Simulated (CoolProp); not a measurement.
Model: reference Helmholtz-energy equation of state, Gao 2020, in CoolProp.

Q: Give the vapour pressure (MPa), enthalpy of vaporisation (kJ/kg), liquid cp (kJ/(kg K)), vapour Z of saturated ammonia at 285.5 K.

A: 
```csv
T (K),p (MPa),enthalpy of vaporisation (kJ/kg),liquid cp (kJ/(kg K)),vapour Z
285.5,0.666,1220,4.68,0.910
```
